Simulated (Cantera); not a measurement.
Input: 1 mol Si(CH₃)₄, 0.07 mol CH₄, 3.9 mol H₂, held at 902 °C and 5.10 mbar.

Method: chemical equilibrium by Gibbs-energy minimisation in Cantera with the NASA 1993 tables (ideal gas, pure condensed phases). Candidate condensed phases: C, C₆H₆, C₇H₈, C₈H₁₈, Si, SiC; 87 gas species. Rates play no part.

Base state: H₂ 1.000, CH₄ 9.76e-5 (mole fractions); condensed: C(graphite) + SiC(s).

Problem. What changes in the equilibrium state with this change: temperature from 902 °C to 1400 °C?

Solution. 
| species | before | after |
|---|---|---|
| H₂ | 1.000 | 0.998 |
| H | 1.72e-6 | 0.00159 |
| C₂H₂ (acetylene) | 6.37e-8 | 5.69e-5 |
| CH₄ | 9.76e-5 | 6.17e-6 |
| C(graphite), mol | 3.07 | 3.07 |
| SiC(s), mol | 1.00 | 1.000 |
